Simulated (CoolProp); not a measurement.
Vapour-liquid equilibrium of ethylene (1) + ethane (2) at 157.6 K; x and y are mole fractions of (1).

The numbers come from the multi-fluid Helmholtz-energy mixture model, Smukala 2000 and Bücker 2006; pair parameters Bell 2016 in CoolProp.

```
x      bubble pressure, mixture model (bar)  bubble pressure, Raoult's law (bar)  y, mixture model  y, Raoult's law
-----  ------------------------------------  -----------------------------------  ----------------  ---------------
0.05                                 0.1988                               0.1935             0.145            0.123
0.125                                0.2262                               0.2160             0.303            0.276
0.2                                  0.2509                               0.2384             0.421            0.401
0.275                                0.2739                               0.2608             0.514            0.504
0.35                                 0.2957                               0.2832             0.591            0.590
0.425                                0.3168                               0.3057             0.658            0.664
0.5                                  0.3375                               0.3281             0.717            0.728
0.575                                0.3580                               0.3505             0.770            0.783
0.65                                 0.3786                               0.3729             0.819            0.832
0.725                                0.3994                               0.3954             0.864            0.876
0.8                                  0.4205                               0.4178             0.906            0.915
0.875                                0.4417                               0.4402             0.944            0.949
0.95                                 0.4632                               0.4626             0.979            0.981
```

The largest gap from Raoult's law is +5.2 % in bubble pressure, at x = 0.2. No azeotrope shows between x = 0.05 and 0.95.

Pair parameters are fitted to limited data, so mixtures are less certain than the pure fluids.
